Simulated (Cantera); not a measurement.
Charge: 1 mol SiHCl3, 1.3 mol HCl, 27 mol H2, 0.064 mol Cl2, held at 1152 °C and 7.50 Torr.

These are equilibrium values from Cantera (NASA tables, ideal gas, pure condensed phases), not measurements of a reactor. Candidate condensed phases: Si; 19 gas species. The tables' values for SiCl3 are old estimates; treat these amounts as uncertain. Equilibrium is a limit: real reactors are often held back by kinetics, nucleation or transport.

Base state: H2 0.884, HCl 0.0884, SiCl2 0.0267, SiCl3 0.00104, SiCl4 0.000159, SiHCl3 0.000125, H 6.41e-5, SiH2Cl2 1.49e-5 (mole fractions); condensed: Si(s).

### Question
What changes in the equilibrium state with this change: SiHCl3 replaced by Si3H8?

### Answer
```tsv
species	before	after
H2	0.884	0.960
HCl	0.0884	0.0358
SiCl2	0.0267	0.00404
SiCl4	0.000159	3.64e-6
SiCl3	0.00104	6.11e-5
SiHCl3	0.000125	7.64e-6
SiH2Cl2	1.49e-5	2.45e-6
Si(s), mol	0.149	2.87
```
The feed counts by its element totals alone.
